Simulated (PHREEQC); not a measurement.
## Copper plating or etch bath

A solution holds 2 mmol/kgw Cu(NO3)2, 1.2 mmol/kgw HNO3 and 11 mmol/kgw FeCl3, at 25 °C and 300 atm. Closed to the air; pH follows from the charge balance.

The numbers come from PHREEQC with the ion-association model, phreeqc.dat.

Each row changes one thing in this solution. Precipitation was switched off in this run.

```json
[
 {"case": "as made", "pH": "2.24", "ionic strength (mol/kgw)": "0.0614", "Cu+2 (mol/kgw)": "0.00193", "CuOH+ (mol/kgw)": "1.81e-9"},
 {"case": "0.00078 mol/kgw HBr added", "pH": "2.21", "ionic strength (mol/kgw)": "0.0621", "Cu+2 (mol/kgw)": "0.00193", "CuOH+ (mol/kgw)": "1.68e-9"},
 {"case": "Cu(NO3)2 from 0.002 to 0.001 mol/kgw", "pH": "2.24", "ionic strength (mol/kgw)": "0.0584", "Cu+2 (mol/kgw)": "0.000965", "CuOH+ (mol/kgw)": "9.13e-10"},
 {"case": "Cu(NO3)2 from 0.002 to 0.0022 mol/kgw", "pH": "2.24", "ionic strength (mol/kgw)": "…", "Cu+2 (mol/kgw)": "0.00212", "CuOH+ (mol/kgw)": "1.99e-9"},
 {"case": "temperature from 25 to 55 °C", "pH": "…", "ionic strength (mol/kgw)": "0.0564", "Cu+2 (mol/kgw)": "0.00175", "CuOH+ (mol/kgw)": "1.24e-9"},
 {"case": "temperature from 25 to 30 °C", "pH": "2.22", "ionic strength (mol/kgw)": "0.0605", "Cu+2 (mol/kgw)": "0.00191", "CuOH+ (mol/kgw)": "1.70e-9"},
 {"case": "FeCl3 left out", "pH": "2.96", "ionic strength (mol/kgw)": "…", "Cu+2 (mol/kgw)": "0.00200", "CuOH+ (mol/kgw)": "1.31e-8"},
 {"case": "HNO3 left out", "pH": "…", "ionic strength (mol/kgw)": "0.0604", "Cu+2 (mol/kgw)": "0.00193", "CuOH+ (mol/kgw)": "…"}
]
```

Task: Some entries are withheld; supply them.

Result: 
- Cu(NO3)2 from 0.002 to 0.0022 mol/kgw, ionic strength (mol/kgw): 0.0620
- temperature from 25 to 55 °C, pH: 2.12
- FeCl3 left out, ionic strength (mol/kgw): 0.00720
- HNO3 left out, pH: 2.29
- HNO3 left out, CuOH+ (mol/kgw): 2.04e-9

Some of these states are supersaturated (in Hematite (slow to form), Goethite (slow to form), for instance). Under pressure, the constants of complexes without a molar volume in the database are unreliable. At this temperature some constants are extrapolated from 25 °C, and those without enthalpy data are left unchanged.
